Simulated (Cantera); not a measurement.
Input: 1 mol CaCO3, 0.89 mol C, 4.2 mol H2O, equilibrated at 3600 Pa.

These are equilibrium values from Cantera (NASA tables, ideal gas, pure condensed phases), not measurements of a reactor. Candidate condensed phases: C, C6H6, C7H8, C8H18, Ca, CaCO3, CaO, Ca(OH)2, H2O; 115 gas species. The numbers say what is thermodynamically allowed, not how fast it happens.

x: gas mole fraction; n: condensed amount in mol.

| T (°C) | x H2O | x H2 | x CO2 | x CO | x CH4 | n CaCO3(calcite) | n CaO(s) |
|---|---|---|---|---|---|---|---|
| 250 | 0.726 | 0.0691 | 0.119 | 0.000126 | 0.0850 | 1.00 | 0 |
| 350 | 0.577 | 0.237 | 0.150 | 0.00291 | 0.0333 | 1.00 | 0 |
| 450 | 0.494 | 0.331 | 0.160 | 0.0140 | 0.00145 | 1.00 | 0 |
| 550 | 0.502 | 0.323 | 0.148 | 0.0264 | 2.84e-5 | 1.00 | 0 |
| 650 | 0.459 | 0.231 | 0.249 | … | … | 0 | 1.00 |
| 750 | 0.477 | 0.213 | 0.231 | … | … | 0 | 1.00 |
| 850 | 0.492 | 0.198 | 0.216 | 0.0947 | 3.73e-9 | 0 | 1.00 |

**Question.** Complete the blanks.

**Answer.** 
- 650, x CO: 0.0614
- 650, x CH4: 7.67e-7
- 750, x CO: 0.0791
- 750, x CH4: 4.28e-8
